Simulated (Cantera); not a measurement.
Thermodynamics of hydrogen reduction and annealing atmospheres, feed V2O5 + H2 + N2

Feed: 1 mol V2O5, a varied amount of H2, 84 mol N2, equilibrated at 1050 °C and 8.40 bar.

Equilibrium computed with Cantera from the NASA thermochemical tables; the gas is ideal and each condensed phase is pure. Candidate condensed phases: H2O, V, VN, VO, V2O3, V2O4, V2O5; 28 gas species. Mutual solubility and eutectic melting of coexisting phases are not modelled. VN: taken at fixed stoichiometry. Condensed phases not in the tables: the oxides between V2O3 and V2O5 other than VO2, V2N. Equilibrium is a limit: real reactors are often held back by kinetics, nucleation or transport.

```tsv
n(H2) (mol)	x N2	x H2	x H2O	x NH3	x H	x OH	x NO	n V2O3(s)	n V2O4(s)	n VN(s)
1.9	0.978	5.60e-5	0.0221	3.95e-10	4.11e-9	2.34e-8	1.97e-8	0.895	0.105	0
3.2	0.963	0.0138	0.0229	1.51e-6	6.43e-8	1.55e-9	8.28e-11	1.00	0	0
5.7	0.936	0.0412	0.0223	7.71e-6	1.11e-7	8.72e-10	2.65e-11	1.00	0	0
9.9	0.895	0.0841	0.0213	2.19e-5	1.59e-7	5.83e-10	1.21e-11	1.00	0	0
17	0.832	0.148	0.0198	4.96e-5	2.11e-7	4.08e-10	6.16e-12	1.00	0	0
30	0.737	0.245	0.0175	9.93e-5	2.72e-7	2.81e-10	3.10e-12	1.00	0	0
53	0.613	0.372	0.0146	0.000169	3.35e-7	1.90e-10	1.56e-12	1.00	0	0
92	0.477	0.511	0.0114	0.000240	3.92e-7	1.26e-10	<1e-12	1.00	0	0
160	0.344	0.646	0.00933	0.000290	4.41e-7	9.21e-11	<1e-12	0.909	0	0.183
```
x: gas mole fraction; n: condensed amount in mol.

At 1.9 mol H2 the condensed part is V2O3(s) + V2O4(s). From 3.2 mol H2 to 92 mol H2 the condensed part is V2O3(s). At 160 mol H2 the condensed part is VN(s) + V2O3(s).
